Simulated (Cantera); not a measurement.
An adiabatic, constant-pressure homogeneous reactor starts with CH3OH : O2 : N2 = 1 : 1.15 : 4.34 (molar parts), equivalence ratio 1.3, at 1823 K and 6.02 atm. Integrator tolerance rtol = 1e-08.

Computed with Cantera and GRI-Mech 3.0 (53 species, 325 reactions). GRI-Mech 3.0 was tuned for natural gas; its chemistry of methanol as a main component is partial and can be far from experiment.

Q: What does this change do: initial temperature 1823 to 1000 K?

A: 
```
quantity                                                            before                                      after
---------------------------------  ---------------------------------------  -----------------------------------------
time of steepest temperature rise                                  3.88 µs                                    0.115 s
temperature at 2.00 s                                               2983 K                                     2569 K
equilibrium temperature                                             2983 K                                     2569 K
x(CH3OH) at 2.00 s                   <1e-12 (gas-phase equilibrium <1e-12)      <1e-12 (gas-phase equilibrium <1e-12)
x(O2) at 2.00 s                    0.00710 (gas-phase equilibrium 0.00710)  0.000554 (gas-phase equilibrium 0.000554)
x(C2H6) at 2.00 s                    <1e-12 (gas-phase equilibrium <1e-12)      <1e-12 (gas-phase equilibrium <1e-12)
x(C2H2) at 2.00 s                    <1e-12 (gas-phase equilibrium <1e-12)      <1e-12 (gas-phase equilibrium <1e-12)
x(C2H4) at 2.00 s                    <1e-12 (gas-phase equilibrium <1e-12)      <1e-12 (gas-phase equilibrium <1e-12)
```

Q: What does this change do: initial temperature 1823 to 1350 K?

A: 
```json
[
 {"quantity": "time of steepest temperature rise", "before": "3.88 µs", "after": "0.225 ms"},
 {"quantity": "temperature at 2.00 s", "before": "2983 K", "after": "2771 K"},
 {"quantity": "equilibrium temperature", "before": "2983 K", "after": "2771 K"},
 {"quantity": "x(CH3OH) at 2.00 s", "before": "<1e-12 (gas-phase equilibrium <1e-12)", "after": "<1e-12 (gas-phase equilibrium <1e-12)"},
 {"quantity": "x(O2) at 2.00 s", "before": "0.00710 (gas-phase equilibrium 0.00710)", "after": "0.00253 (gas-phase equilibrium 0.00253)"},
 {"quantity": "x(C2H6) at 2.00 s", "before": "<1e-12 (gas-phase equilibrium <1e-12)", "after": "<1e-12 (gas-phase equilibrium <1e-12)"},
 {"quantity": "x(C2H2) at 2.00 s", "before": "<1e-12 (gas-phase equilibrium <1e-12)", "after": "<1e-12 (gas-phase equilibrium <1e-12)"},
 {"quantity": "x(C2H4) at 2.00 s", "before": "<1e-12 (gas-phase equilibrium <1e-12)", "after": "<1e-12 (gas-phase equilibrium <1e-12)"}
]
```
